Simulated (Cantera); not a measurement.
A closed system holds: 1 mol PbO, 0.054 mol O2, 3.8 mol N2, at 0.410 bar.

Cantera equilibrium calculation (NASA polynomials, part measured and part estimated; ideal gas, pure solids and liquids). Candidate condensed phases: Pb, PbO, PbO2, Pb3O4; 12 gas species. Gases not in the tables: (PbO)n polymers. Rates play no part.

Q: At 1448 K, list the 5 most abundant gas species with their mole fractions, and the condensed phases.

A: N2 0.974, O2 0.0140, PbO 0.0108, Pb 0.000492, NO 0.000270. Condensed: PbO(l).
